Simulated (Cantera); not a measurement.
An adiabatic, constant-pressure homogeneous reactor starts with 15.3 % H2, 17.8 % O2, 66.9 % N2, equivalence ratio 0.43, at 1400 K and 3.00 bar.

Model: the H2/O2 subset of GRI-Mech 3.0, which has no nitrogen chemistry, integrated in Cantera. The hydrogen kinetics of GRI-Mech 3.0 are dated; newer H2 mechanisms differ, most at raised pressure.

Question: Predict: time of steepest temperature rise; temperature at 0.600 s; equilibrium temperature; x(H2) at 0.600 s; x(O2) at 0.600 s; x(H2O) at 0.600 s; x(H2O2) at 0.600 s; x(HO2) at 0.600 s; x(OH) at 0.600 s.

Answer: 
```json
{
  "time_of_steepest_temperature_rise": "7.10 µs",
  "temperature at 0.600 s": "2418 K",
  "equilibrium_temperature": "2418 K",
  "x(H2) at 0.600 s": "0.00112 (gas-phase equilibrium 0.00112)",
  "x(O2) at 0.600 s": "0.107 (gas-phase equilibrium 0.107)",
  "x(H2O) at 0.600 s": "0.159 (gas-phase equilibrium 0.159)",
  "x(H2O2) at 0.600 s": "5.29e-7 (gas-phase equilibrium 5.29e-7)",
  "x(HO2) at 0.600 s": "1.14e-5 (gas-phase equilibrium 1.14e-5)",
  "x(OH) at 0.600 s": "0.00899 (gas-phase equilibrium 0.00899)"
}
```
